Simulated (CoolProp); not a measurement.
Vapour pressure (MPa) of isobutane: the reference equation beside estimates from Tc = 407.8 K, pc = 3.629 MPa, ω = 0.184. Clausius-Clapeyron is anchored at 271.3 K with a constant enthalpy of vaporisation of 20.70 kJ/mol.

The numbers come from the reference Helmholtz-energy equation of state, Bücker 2006 in CoolProp.

| T (K) | reference | Lee-Kesler | Clausius-Clapeyron | van der Waals | Soave-Redlich-Kwong | Peng-Robinson |
|---|---|---|---|---|---|---|
| 219.8 | 0.01386 | 0.01347 | 0.01712 | 0.1649 | 0.01366 | 0.01432 |
| 230.1 | 0.02452 | 0.02395 | 0.02842 | 0.2190 | 0.02419 | 0.02506 |
| 240.4 | 0.04099 | 0.04025 | 0.04518 | 0.2845 | 0.04053 | 0.04155 |
| 250.7 | 0.06529 | 0.06445 | 0.06913 | 0.3622 | 0.06471 | 0.06577 |
| 261 | 0.09974 | 0.09893 | 0.1023 | 0.4531 | 0.09909 | 0.1000 |
| 271.3 | 0.1469 | 0.1463 | 0.1469 | 0.5582 | 0.1463 | 0.1468 |
| 281.6 | 0.2096 | 0.2094 | 0.2055 | 0.6783 | 0.2094 | 0.2091 |
| 291.9 | 0.2909 | 0.2913 | 0.2807 | 0.8143 | 0.2913 | 0.2899 |
| 302.2 | 0.3940 | 0.3951 | 0.3754 | 0.9668 | 0.3955 | 0.3924 |
| 312.5 | 0.5222 | 0.5241 | 0.4925 | 1.137 | 0.5254 | 0.5202 |
| 322.8 | 0.6790 | 0.6815 | 0.6350 | 1.324 | 0.6847 | 0.6770 |
| 333.1 | 0.8682 | 0.8708 | 0.8060 | 1.531 | 0.8771 | 0.8666 |

Absolute difference from the reference over all 12 rows, mean and median: Lee-Kesler 0.9 and 0.4 %, Clausius-Clapeyron 7.3 and 5.8 %, van der Waals 367.0 and 251.8 %, Soave-Redlich-Kwong 0.7 and 0.7 %, Peng-Robinson 0.8 and 0.4 %.
